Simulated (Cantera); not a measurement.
Input (Python, Cantera) and output of one run.

```python
import numpy as np
import cantera as ct

gas_names = """
    CL CLO CL2 H HCL HNO HNO2 HNO3 HOCL HO2 H2 H2O H2O2 N NH NH2 NH3 NH2OH NO NO2 NO3 N2 N2H2 N2H4 N2O O
    OH O2 O3
""".split()
cond_names = """
    H2O(s) H2O(L) NH4CL(a) NH4CL(b)
""".split()


def load(file, names, dense=False):
    # The tables refer to 1 bar. Condensed volumes are neglected.
    table = {s.name: s for s in ct.Species.list_from_file(file)}
    out = []
    for n in names:
        d = dict(table[n].input_data)
        d["thermo"] = dict(d["thermo"], **{"reference-pressure": 1e5})
        if dense:
            d["equation-of-state"] = {"model": "constant-volume", "density": "1e6 g/cm^3"}
        out.append(ct.Species.from_dict(d))
    return out


gas = ct.Solution(thermo="ideal-gas", species=load("nasa_gas.yaml", gas_names))
cond = {s.name: ct.Solution(thermo="fixed-stoichiometry", species=[s], name=s.name)
        for s in load("nasa_condensed.yaml", cond_names, dense=True)}
atoms = {
    'HCl': {'H': 1, 'CL': 1},
    'H2O': {'H': 2, 'O': 1},
    'N2': {'N': 2},
}
top_T = {}  # K; cautious upper limits of use, not melting points


def equilibrate(T, P, feed):
    n = {}
    for name, mol in feed.items():
        for a, k in atoms[name].items():
            n[a] = n.get(a, 0.0) + k * mol
    gas.TPX = T, P, n
    mass = sum(n.values()) * gas.mean_molecular_weight
    gas.equilibrate("TP")
    valid = [c for c in cond.values() if c.min_temp <= T <= top_T.get(c.name, c.max_temp)]
    mix = ct.Mixture([(gas, mass / gas.mean_molecular_weight)] + [(c, 0.0) for c in valid])
    mix.T, mix.P = T, P
    mix.equilibrate("TP", solver="vcs", rtol=1e-11, max_steps=5000)
    return mix


results = []
feed = {'HCl': 1, 'H2O': 1.8, 'N2': 1.6}  # mol
T = 3200  # K
P = 310000  # Pa
mix = equilibrate(T, P, feed)
results.append((T, P, feed, dict(zip(mix.species_names, mix.species_moles))))
x = sorted(zip(gas.X, gas.species_names), reverse=True)
print(f"T = {T:g} K  P = {P:g} Pa  gas = {mix.phase_moles(0):.4g} mol")
print("   x: " + "  ".join(f"{s} {v:.3e}" for v, s in x if v > 1e-06))
print("   condensed (mol): " + ("  ".join(f"{mix.phase(i).name} {mix.phase_moles(i):.4g}"
      for i in range(1, mix.n_phases) if mix.phase_moles(i) > 1e-12) or "none"))
```

Output:

```
T = 3200 K  P = 310000 Pa  gas = 4.972 mol
   x: N2 3.163e-01  H2O 2.491e-01  HCL 1.480e-01  H2 9.020e-02  CL 5.294e-02  OH 5.077e-02  H 4.793e-02  O2 1.746e-02  O 1.617e-02  NO 1.095e-02  CLO 1.033e-04  CL2 4.984e-05  HOCL 2.146e-05  HO2 1.937e-05  N 1.491e-05  HNO 2.856e-06  NO2 2.835e-06  NH 2.805e-06  H2O2 1.360e-06
   condensed (mol): none
```

These are equilibrium values from Cantera (NASA tables, ideal gas, pure condensed phases), not measurements of a reactor.
